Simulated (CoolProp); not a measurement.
Properties of R1336mzz(Z) along the isotherm 303.2 K (Tc = 444.5 K, pc = 2.904 MPa, ω = 0.386).

The numbers come from the reference Helmholtz-energy equation of state, McLinden 2020 in CoolProp.

```tsv
p (MPa)	phase	density (kg/m³)	isothermal compressibility (1/MPa)	fugacity coefficient
0.907	liquid	1354	0.002633	0.09774
1.81	liquid	1358	0.002564	0.05115
2.72	liquid	1361	0.002498	0.03555
3.63	liquid	1364	0.002436	0.02782
4.54	liquid	1367	0.002378	0.02323
5.44	liquid	1370	0.002323	0.02024
6.35	liquid	1373	0.002270	___
7.26	liquid	1375	___	0.01653
8.17	liquid	1378	0.002173	0.01534
9.07	liquid	___	0.002128	0.01441
9.98	liquid	1383	0.002085	0.01367
10.9	liquid	1386	0.002043	0.01307
11.8	liquid	1389	___	0.01259
12.7	liquid	1391	0.001967	0.01221
13.6	liquid	1393	0.001931	0.01189
14.5	liquid	1396	0.001897	0.01163
```

Problem. Fill in the missing entries.

Solution. 
- 6.35, fugacity coefficient: 0.01810
- 7.26, isothermal compressibility (1/MPa): 0.002220
- 9.07, density (kg/m³): 1381
- 11.8, isothermal compressibility (1/MPa): 0.002004
